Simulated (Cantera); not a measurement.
# Stirred combustor or abatement burner

A perfectly stirred reactor is fed with 4.99 % CH4, 15.1 % O2, 79.9 % N2, at 5.00 bar; it is adiabatic with a 575 K inlet, and is followed from long to short residence time, starting on the burning branch (τ in s: 0.023, 0.014, 0.0085, 0.0052, 0.0032, 0.0019, 0.0012, 0.00072, 0.00044, 0.00027, 0.00016, 0.0001, 6.1e-05).

Cantera simulation using GRI-Mech 3.0 (53 species, 325 reactions); the numbers are that mechanism's predictions, not measurements.

```json
[
 {"τ (s)": "0.023", "T (K)": "1701", "x CH4": "2.35e-5", "x O2": "0.0515", "x C2H6": "5.49e-9", "x CO2": "0.0495", "x C2H2": "1.85e-8", "x NO": "5.09e-6", "x CH2": "5.31e-8"},
 {"τ (s)": "0.014", "T (K)": "1699", "x CH4": "3.29e-5", "x O2": "0.0516", "x C2H6": "9.21e-9", "x CO2": "0.0494", "x C2H2": "2.68e-8", "x NO": "5.11e-6", "x CH2": "8.34e-8"},
 {"τ (s)": "0.0085", "T (K)": "1696", "x CH4": "4.61e-5", "x O2": "0.0517", "x C2H6": "1.53e-8", "x CO2": "0.0491", "x C2H2": "3.81e-8", "x NO": "5.09e-6", "x CH2": "1.30e-7"},
 {"τ (s)": "0.0052", "T (K)": "1693", "x CH4": "6.46e-5", "x O2": "0.0519", "x C2H6": "2.50e-8", "x CO2": "0.0488", "x C2H2": "5.27e-8", "x NO": "4.96e-6", "x CH2": "2.00e-7"},
 {"τ (s)": "0.0032", "T (K)": "1688", "x CH4": "9.08e-5", "x O2": "0.0521", "x C2H6": "4.07e-8", "x CO2": "0.0483", "x C2H2": "7.16e-8", "x NO": "4.72e-6", "x CH2": "3.02e-7"},
 {"τ (s)": "0.0019", "T (K)": "1681", "x CH4": "0.000132", "x O2": "0.0526", "x C2H6": "6.97e-8", "x CO2": "0.0476", "x C2H2": "9.91e-8", "x NO": "4.34e-6", "x CH2": "4.64e-7"},
 {"τ (s)": "0.0012", "T (K)": "1671", "x CH4": "0.000188", "x O2": "0.0531", "x C2H6": "1.16e-7", "x CO2": "0.0466", "x C2H2": "1.33e-7", "x NO": "3.91e-6", "x CH2": "6.69e-7"},
 {"τ (s)": "0.00072", "T (K)": "1656", "x CH4": "0.000286", "x O2": "0.0540", "x C2H6": "2.23e-7", "x CO2": "0.0451", "x C2H2": "1.94e-7", "x NO": "3.35e-6", "x CH2": "9.89e-7"},
 {"τ (s)": "0.00044", "T (K)": "1633", "x CH4": "0.000467", "x O2": "0.0556", "x C2H6": "5.15e-7", "x CO2": "0.0425", "x C2H2": "3.19e-7", "x NO": "2.61e-6", "x CH2": "1.41e-6"},
 {"τ (s)": "0.00027", "T (K)": "575", "x CH4": "0.0499", "x O2": "0.151", "x C2H6": "<1e-12", "x CO2": "<1e-12", "x C2H2": "<1e-12", "x NO": "<1e-12", "x CH2": "<1e-12"},
 {"τ (s)": "0.00016", "T (K)": "575", "x CH4": "0.0499", "x O2": "0.151", "x C2H6": "<1e-12", "x CO2": "<1e-12", "x C2H2": "<1e-12", "x NO": "<1e-12", "x CH2": "<1e-12"},
 {"τ (s)": "0.00010", "T (K)": "575", "x CH4": "0.0499", "x O2": "0.151", "x C2H6": "<1e-12", "x CO2": "<1e-12", "x C2H2": "<1e-12", "x NO": "<1e-12", "x CH2": "<1e-12"},
 {"τ (s)": "6.1e-5", "T (K)": "575", "x CH4": "0.0499", "x O2": "0.151", "x C2H6": "<1e-12", "x CO2": "<1e-12", "x C2H2": "<1e-12", "x NO": "<1e-12", "x CH2": "<1e-12"}
]
```
x: mole fraction; the columns are a selection and need not sum to one.
